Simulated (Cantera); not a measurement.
Input: 1 mol CCl₄, 0.072 mol Si, held at 1225 K and 133 Pa.

These are equilibrium values from Cantera (NASA tables, ideal gas, pure condensed phases), not measurements of a reactor. Candidate condensed phases: C, Si, SiC; 24 gas species. Equilibrium is a limit: real reactors are often held back by kinetics, nucleation or transport.

Base state: Cl₂ 0.815, Cl 0.151, SiCl₄ 0.0345 (mole fractions); condensed: C(graphite).

**Question.** What changes in the equilibrium state with this change: pressure from 133 Pa to 100000 Pa?

**Answer.** 
| species | before | after |
|---|---|---|
| Cl₂ | 0.815 | 0.956 |
| SiCl₄ | 0.0345 | 0.0373 |
| Cl | 0.151 | 0.00597 |
| CCl₄ | 8.56e-7 | 0.000884 |
| C(graphite), mol | 1.000 | 0.998 |
Gases not in the tables: chlorinated aromatics.
